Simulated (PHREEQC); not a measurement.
A solution holds 0.0019 mol/kgw CaSO4, at 20 °C and 300 atm. Closed to the air; pH follows from the charge balance.

All values are PHREEQC results (ion-association model, phreeqc.dat), not measurements.

```yaml
ionic_strength: 0.00673 mol/kgw
specific_conductance: 375 µS/cm
```

| species | molality | activity | log γ |
|---|---|---|---|
| Ca+2 | 0.00168 | 0.00121 | -0.143 |
| SO4-2 | 0.00168 | 0.00121 | -0.145 |
| CaSO4 | 0.000216 | 0.000217 | 0.001 |
| OH- | 1.05e-7 | 9.61e-8 | -0.037 |
| H+ | 9.94e-8 | 9.21e-8 | -0.033 |
| HSO4- | 7.58e-9 | 6.96e-9 | -0.037 |

No solid was allowed to form. Under pressure, the constants of complexes without a molar volume in the database are unreliable.
